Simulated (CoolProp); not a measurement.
Model: reference Helmholtz-energy equation of state, Lemmon 2003, in CoolProp. It is a pseudo-pure fit of the blend.

Problem. For R507A, give the phase and the density (kg/m³), cv (kJ/(kg K)), conductivity (mW/(m K)) at 381 K and 5.53 MPa.

Solution. 
- 381 K and 5.53 MPa: supercritical; density 326, cv 1.05, conductivity 30.9

Thermal conductivity comes from a separate model (Geller 2001).
